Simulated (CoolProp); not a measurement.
Vapour-liquid equilibrium of propane (1) + cyclopropane (2) at 285.7 K; x and y are mole fractions of (1).

Values from CoolProp's multi-fluid Helmholtz-energy mixture model, Lemmon 2009 and Polt 1992; pair parameters Bell 2016. This equation is an older, rougher fit; its heat capacities, sound speeds and derivatives of the liquid may be far off and weren't checked against measurements.

Question: Give the bubble pressure and the first vapour's composition at x = 0.25, 0.45, 0.75. Is there an azeotrope?

Answer: x = 0.25: 0.5846 MPa, y = 0.327; x = 0.45: 0.6291 MPa, y = 0.522; x = 0.75: 0.6719 MPa, y = 0.775. No azeotrope shows between x = 0.05 and 0.95.

The pair parameters rest on a limited set of measurements; away from them the model extrapolates.
